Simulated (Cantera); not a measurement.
A diamond (100) surface in a fixed gas of H2 with x(CH4) = 0.023, x(H) = 0.004, x(CH3) = 4.2e-05, 0.0780 bar; coverages are run to steady state.

Computed with Cantera and the Harris–Goodwin 1993 mechanism for the reconstructed diamond (100) surface.

θ: site fractions in the mechanism's names (c6HH fully hydrogenated, c6H* and c6*H radical sites, c6** diradical, c6HM methylated).

| T (K) | growth (µm/h) | θ c6HH | θ c6H* | θ c6*H | θ c6** | θ c6HM |
|---|---|---|---|---|---|---|
| 900 | 1.01 | 0.685 | 0.0104 | 0.290 | 0.00432 | (withheld) |
| 950 | 1.34 | 0.638 | 0.0141 | 0.332 | 0.00659 | (withheld) |
| 1000 | 1.67 | 0.593 | 0.0182 | 0.372 | 0.00955 | (withheld) |
| 1050 | 1.94 | 0.551 | 0.0228 | 0.407 | 0.0133 | (withheld) |
| 1100 | 1.99 | 0.511 | 0.0277 | 0.439 | 0.0177 | (withheld) |
| 1150 | 1.72 | 0.476 | 0.0329 | 0.466 | 0.0229 | (withheld) |
| 1200 | 1.27 | 0.443 | 0.0382 | 0.488 | 0.0287 | (withheld) |
| 1250 | 0.907 | 0.414 | 0.0435 | 0.507 | 0.0349 | (withheld) |
| 1300 | 0.728 | 0.388 | 0.0488 | 0.521 | 0.0415 | (withheld) |
| 1350 | 0.672 | 0.366 | 0.0540 | 0.532 | 0.0482 | (withheld) |
| 1400 | 0.643 | 0.347 | 0.0590 | 0.539 | 0.0548 | (withheld) |

Problem. Fill in the missing entries.

Solution. 
- 900, θ c6HM: 0.00876
- 950, θ c6HM: 0.00695
- 1000, θ c6HM: 0.00550
- 1050, θ c6HM: 0.00420
- 1100, θ c6HM: 0.00293
- 1150, θ c6HM: 0.00173
- 1200, θ c6HM: 0.000847
- 1250, θ c6HM: 0.000362
- 1300, θ c6HM: 0.000146
- 1350, θ c6HM: 5.81e-5
- 1400, θ c6HM: 2.30e-5
